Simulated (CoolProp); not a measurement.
Saturation properties of n-octane.

Computed with CoolProp (reference Helmholtz-energy equation of state, Beckmüller 2019).

```
T (°C)     p (bar)  vapour density (kg/m³)  enthalpy of vaporisation (kJ/kg)  surface tension (mN/m)  liquid conductivity (mW/(m K))
------  ----------  ----------------------  --------------------------------  ----------------------  ------------------------------
34.25      0.03095                  0.1390                             358.0                    20.3                             122
46.45      0.05687                  0.2462                             350.9                    19.1                             118
58.55      0.09855                  0.4125                             343.8                    18.0                             115
70.75       0.1636                  0.6637                             336.5                    16.8                             111
82.95       0.2603                   1.026                             329.1                    15.7                             108
95.15       0.3991                   1.534                             321.5                    14.6                             104
107.25  (withheld)                   2.217                             313.8                    13.6                      (withheld)
119.45      0.8504                   3.132                        (withheld)                    12.5                            98.1
131.65       1.194                   4.324                             297.3                    11.5                            95.0
143.75       1.633              (withheld)                             288.6                    10.4                            92.1
155.95       2.193                   7.768                             279.4                    9.43                            89.1
168.15       2.890                   10.18                             269.6                    8.43                            86.3
```

### Question
Complete the blanks.

### Answer

- 107.25, p (bar): 0.5902
- 107.25, liquid conductivity (mW/(m K)): 101
- 119.45, enthalpy of vaporisation (kJ/kg): 305.7
- 143.75, vapour density (kg/m³): 5.838

It boils at 125.6 °C under 1 atm.

Thermal conductivity comes from a separate model (Huber 2005). Surface tension comes from a separate correlation (Mulero 2012).
